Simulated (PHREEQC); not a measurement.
1 kg of water holding 0.0024 mol K2SO4 and 0.33 mol Na2SO4 is evaporated at 90 °C; the solids stay in contact with the brine. The system is closed to CO2. Solids allowed: Arcanite, Glaserite, Mirabilite, Misenite, Thenardite. Others were left out.

Equilibrium calculation in PHREEQC: Pitzer model, pitzer.dat.

| water left (kg) | ionic strength | water activity | Thenardite (mol) | K in solution (mol/kgw) | S in solution (mol/kgw) | Na in solution (mol/kgw) |
|---|---|---|---|---|---|---|
| 1 | 0.997 | 0.987 | 0 | 0.00480 | 0.332 | 0.660 |
| 0.6755 | 1.48 | 0.982 | 0 | 0.00711 | 0.492 | 0.977 |
| 0.4563 | 2.19 | 0.974 | 0 | 0.0105 | 0.728 | 1.45 |
| 0.2533 | 3.94 | 0.955 | 0 | 0.0189 | 1.31 | 2.61 |
| 0.1711 | 5.83 | 0.934 | 0 | 0.0280 | 1.94 | 3.86 |
| 0.1156 | 8.63 | 0.905 | 0 | 0.0415 | 2.88 | 5.71 |
| 0.06418 | 9.09 | 0.901 | 0.138 | 0.0748 | 3.03 | 5.98 |
| 0.04335 | 9.17 | 0.900 | 0.200 | 0.111 | 3.06 | 6.00 |
| 0.0293 | 9.30 | 0.899 | 0.242 | 0.164 | 3.10 | 6.04 |
| 0.01979 | 9.49 | 0.898 | 0.270 | 0.243 | 3.16 | 6.08 |
| 0.01337 | 9.78 | 0.896 | 0.289 | 0.359 | 3.26 | 6.16 |
| 0.007427 | 10.5 | 0.892 | 0.306 | 0.646 | 3.51 | 6.37 |
| 0.005012 | 11.4 | 0.888 | 0.313 | 0.958 | 3.80 | 6.65 |

Thenardite from water left = 0.09502 kg.

At this temperature some constants are extrapolated from 25 °C, and those without enthalpy data are left unchanged.
